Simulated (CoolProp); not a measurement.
Values from CoolProp's reference Helmholtz-energy equation of state, Thol 2021.

Q: Give the vapour pressure (kPa), liquid density (kg/m³), vapour density (kg/m³), liquid cp (kJ/(kg K)) of saturated chlorine at 284.4, 308.5, 332.6 K.

A: 
| T (K) | p (kPa) | liquid density (kg/m³) | vapour density (kg/m³) | liquid cp (kJ/(kg K)) |
|---|---|---|---|---|
| 284.4 | 524 | 1430 | 17.1 | 0.974 |
| 308.5 | 1020 | 1360 | 32.2 | 1.01 |
| 332.6 | 1780 | 1280 | 56.2 | 1.07 |
